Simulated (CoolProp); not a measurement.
Cyclopropane at 293.15 K and 0.424 MPa is compressed adiabatically to 1.37 MPa with isentropic efficiency 0.8. Each further row changes one setting.

Computed with CoolProp (reference Helmholtz-energy equation of state, Polt 1992). This equation is an older, rougher fit.

```
case             work (kJ/kg)  final temperature (K)  final density (kg/m³)
---------------  ------------  ---------------------  ---------------------
as stated                 ___                    ___                    ___
efficiency 1              ___                    ___                    ___
efficiency 0.65           103                    ___                    ___
```

Task: Complete the blanks.

Result: 
- as stated, work (kJ/kg): 83.4
- as stated, final temperature (K): 360.2
- as stated, final density (kg/m³): 22.1
- efficiency 1, work (kJ/kg): 66.7
- efficiency 1, final temperature (K): 351.4
- efficiency 1, final density (kg/m³): 23.0
- efficiency 0.65, final temperature (K): 370.3
- efficiency 0.65, final density (kg/m³): 21.2
